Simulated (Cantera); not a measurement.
A freely propagating, adiabatic, planar premixed flame of H2 : O2 : N2 = 1 : 0.263 : 0.989 (molar parts), unburnt at 448 K and 2.07 atm; mixture-averaged transport, grid criteria slope 0.08 and curve 0.16, no radiation.

Computed with Cantera and the H2/O2 subset of GRI-Mech 3.0, which has no nitrogen chemistry. The hydrogen kinetics of GRI-Mech 3.0 are dated; newer H2 mechanisms differ, most at raised pressure. Burning velocities carry a grid error of a few per cent, more on coarse grids.

Task: What does this change do: inlet temperature 448 to 475 K?

Result: 
| quantity | before | after |
|---|---|---|
| laminar burning velocity | 577 cm/s | 636 cm/s |
| thermal thickness | 0.150 mm | 0.154 mm |
| peak x(HO2) | 0.000624 | 0.000596 |
| peak x(H2O2) | 6.07e-5 | 5.06e-5 |
| peak x(O) | 0.00330 | 0.00344 |
